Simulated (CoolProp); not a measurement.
Vapour-liquid equilibrium of CH2F2 (R32) (1) + R152A (2) at 0.143 bar; x and y are mole fractions of (1).

Model: multi-fluid Helmholtz-energy mixture model, Tillner-Roth 1997 and Outcalt 1996; pair parameters Bell 2016, in CoolProp.

```tsv
x	bubble temperature (K)	y at the bubble point	dew temperature at overall composition x (K)	liquid density (mol/L)
0.05	209.7	0.200	211.8	16.77
0.15	205.4	0.462	210.4	17.47
0.25	202.1	0.622	209.0	18.19
0.35	199.5	0.727	207.4	18.93
0.45	197.3	0.802	205.7	19.71
0.55	[?]	0.858	203.7	20.53
0.65	193.9	0.901	201.5	21.40
0.75	192.4	0.936	198.9	22.32
0.85	191.2	0.964	[?]	23.32
0.95	190.0	[?]	191.8	24.38
```

Problem. What belongs in the gaps?

Solution. 
- 0.55, bubble temperature (K): 195.5
- 0.85, dew temperature at overall composition x (K): 195.7
- 0.95, y at the bubble point: 0.989

No azeotrope shows between x = 0.05 and 0.95.

Pair parameters are fitted to limited data, so mixtures are less certain than the pure fluids.
